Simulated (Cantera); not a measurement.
Feed: 1 mol SiO2, a varied amount of HBr, 1.7 mol O2, equilibrated at 948 K and 2.50 Pa.

Method: chemical equilibrium by Gibbs-energy minimisation in Cantera with the NASA 1993 tables (ideal gas, pure condensed phases). Candidate condensed phases: Br2, H2O, Si, SiO2; 28 gas species. Equilibrium is a limit: real reactors are often held back by kinetics, nucleation or transport.

log p: log10 of the partial pressure in bar; n: condensed amount in mol.

```csv
n(HBr) (mol),log p HBr,log p H2O,log p Br,log p Br2,log p O2,n SiO2(β-quartz)
3.1,-5.96,-5.11,-5.19,-5.34,-5.28,1.00
4.8,(withheld),-5.06,-5.16,-5.27,(withheld),1.00
6.4,-5.68,-5.03,-5.15,-5.25,-6.07,1.00
8.1,-5.43,-5.05,-5.16,-5.27,-7.15,1.00
9.7,-5.18,-5.12,-5.20,-5.35,-8.42,1.00
11,(withheld),-5.17,-5.23,(withheld),(withheld),1.00
13,-4.97,-5.23,-5.27,-5.50,-9.80,1.00
15,-4.91,-5.29,-5.31,-5.57,-10.32,1.00
16,-4.89,-5.32,-5.33,-5.61,-10.54,1.00
```

**Question.** Fill in the missing entries.

**Answer.** 
- 4.8, log p HBr: -5.81
- 4.8, log p O2: -5.62
- 11, log p HBr: -5.07
- 11, log p Br2: -5.41
- 11, log p O2: -9.09
